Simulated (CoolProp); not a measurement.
A simple Rankine cycle with R1224YDZ: condensing at 330.15 K, boiler at 2.51 MPa, turbine inlet 417.7 K, turbine efficiency 0.75, pump efficiency 0.7, no recuperator. Each further row changes one setting.

Values from CoolProp's reference Helmholtz-energy equation of state, Akasaka 2023.

| case | thermal efficiency (%) | net work (kJ/kg) | heat in (kJ/kg) | turbine exit temperature (K) | volume ratio over the turbine |
|---|---|---|---|---|---|
| as stated | (withheld) | (withheld) | 194 | 358.2 | 8.27 |
| turbine inlet 437.7 K | 10.6 | 23.6 | 222 | (withheld) | 7.32 |
| condensing temperature 322.15 K | 11.5 | 23.4 | 203 | 353.3 | 10.4 |
| boiler pressure 1.76 MPa | 9.1 | 19.3 | 211 | 378.1 | 4.84 |
| turbine efficiency 0.65 | 9.0 | 17.4 | 194 | 361.5 | 8.37 |

Fill in the missing entries.


- as stated, thermal efficiency (%): 10.5
- as stated, net work (kJ/kg): 20.4
- turbine inlet 437.7 K, turbine exit temperature (K): 385.3
